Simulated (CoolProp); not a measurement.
Vapour-liquid equilibrium of 1-butene (1) + n-butane (2) at 81.15 °C; x and y are mole fractions of (1).

Values from CoolProp's multi-fluid Helmholtz-energy mixture model, Lemmon 2005 and Bücker 2006; pair parameters Bell 2016.

```tsv
x	bubble pressure (MPa)	y at the bubble point	dew pressure at overall composition x (MPa)	liquid density (mol/L)
0.05	1.047	0.057	1.046	8.601
0.2	1.077	0.223	1.073	8.665
0.35	1.108	0.381	1.102	8.730
0.5	1.138	0.532	1.132	8.797
0.65	1.167	0.677	1.161	8.867
0.8	1.193	0.817	1.190	8.941
0.95	1.217	0.954	1.216	9.021
```

No azeotrope shows between x = 0.05 and 0.95.

The pair parameters rest on a limited set of measurements; away from them the model extrapolates.
